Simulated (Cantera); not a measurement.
Hydrocarbon pyrolysis for carbon deposition

An isothermal, constant-pressure homogeneous reactor starts with 3.23 % C2H6, 96.8 % H2, at 1175 K and 0.600 Torr.

Cantera simulation using GRI-Mech 3.0 (53 species, 325 reactions); the numbers are that mechanism's predictions, not measurements. GRI-Mech 3.0 stops at C3 and has no aromatics, soot or wall deposition, so with more carbon than oxygen in the feed, carbon stays in small species such as C2H2 where larger ones or solid carbon would form. Radical loss at walls, strong at low pressure, is not modelled.

```
t (s)       x C2H6   x H2     x CH4     x CH3    x C2H4    x C2H2     x CH2
--------  --------  -----  --------  --------  --------  --------  --------
7.00e-6     0.0323  0.968  6.04e-12   6.76e-9    <1e-12    <1e-12    <1e-12
1.86e-5     0.0323  0.968  4.26e-11   1.79e-8    <1e-12    <1e-12    <1e-12
4.93e-5     0.0323  0.968  3.00e-10   4.73e-8    <1e-12    <1e-12    <1e-12
0.000131    0.0323  0.968   2.09e-9   1.24e-7  1.01e-12    <1e-12    <1e-12
0.000347    0.0323  0.968   1.44e-8   3.21e-7  3.31e-11    <1e-12    <1e-12
0.000921    0.0323  0.968   9.68e-8   7.93e-7   1.23e-9    <1e-12    <1e-12
0.00244     0.0323  0.968   6.04e-7   1.76e-6   4.06e-8    <1e-12    <1e-12
0.00648     0.0323  0.968   3.20e-6   3.08e-6   9.55e-7    <1e-12  1.18e-12
0.0172      0.0322  0.968   1.32e-5   4.07e-6   1.39e-5  1.07e-10  6.93e-12
0.0456      0.0321  0.968   5.31e-5   7.46e-6  0.000130   8.26e-9  3.75e-11
0.121       0.0311  0.968  0.000367   2.72e-5  0.000902   4.21e-7  3.80e-10
0.321       0.0255  0.966   0.00341   9.42e-5   0.00470   1.51e-5   3.07e-9
0.852      0.00878  0.959    0.0175  0.000122    0.0138  0.000300   6.34e-9
2.26      0.000577  0.956    0.0252   3.12e-5    0.0170   0.00145  8.68e-10
6.00       5.03e-5  0.956    0.0255   9.58e-6    0.0163   0.00252  8.93e-11
```
x: mole fraction; the columns are a selection and need not sum to one.

Equilibrium at this temperature and pressure: C2H6 5.65e-8, H2 0.965, CH4 0.00910, CH3 7.64e-7, C2H4 0.000356, C2H2 0.0257, CH2 1.61e-12 (gas phase only).
